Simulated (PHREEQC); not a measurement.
Dissolve 0.00098 mol/kgw AgF at 25 °C. Closed to the air; pH follows from the charge balance.

The numbers come from PHREEQC with the ion-association model, wateq4f.dat.

Precipitation was switched off in this run.

**Question.** What pH does the model give?

**Answer.** pH 7.17.
